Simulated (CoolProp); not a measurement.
Vapour pressure (MPa) of chlorine: the reference equation beside estimates from Tc = 416.9 K, pc = 7.642 MPa, ω = 0.070. Clausius-Clapeyron is anchored at 293 K with a constant enthalpy of vaporisation of 17.86 kJ/mol.

Values from CoolProp's reference Helmholtz-energy equation of state, Thol 2021.

```csv
T (K),reference,Lee-Kesler,Clausius-Clapeyron,Peng-Robinson
277.2,0.4195,0.4218,0.4430,0.4244
282.5,0.4947,0.4964,0.5123,0.4985
287.7,0.5779,0.5787,0.5878,0.5802
293,0.6729,0.6725,0.6729,0.6735
298.2,0.7768,0.7751,0.7646,0.7755
303.5,0.8945,0.8910,0.8671,0.8908
308.8,1.025,1.019,0.9791,1.018
314,1.165,1.157,1.099,1.156
319.3,1.322,1.311,1.231,1.310
324.5,1.491,1.476,1.371,1.475
```

Absolute difference from the reference over all 10 rows, mean and median: Lee-Kesler 0.5 and 0.5 %, Clausius-Clapeyron 4.1 and 4.0 %, Peng-Robinson 0.6 and 0.7 %.
